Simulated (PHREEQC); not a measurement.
Polishing slurry liquid: speciation

Dissolve 0.0029 mol/kgw HNO3 and 5.1e-05 mol/kgw KNO3 at 20 °C. Closed to the air; pH follows from the charge balance.

The numbers come from PHREEQC with the ion-association model, phreeqc.dat.

```yaml
pH: 2.56
ionic_strength: 0.00295 mol/kgw
specific_conductance: 1050 µS/cm
total_alkalinity: -2.90 meq/kg
```

```
species  molality  activity   log γ
-------  --------  --------  ------
NO3-      0.00295   0.00278  -0.026
H+        0.00290   0.00275  -0.024
K+        5.10e-5   4.81e-5  -0.026
```

No solid was allowed to form.
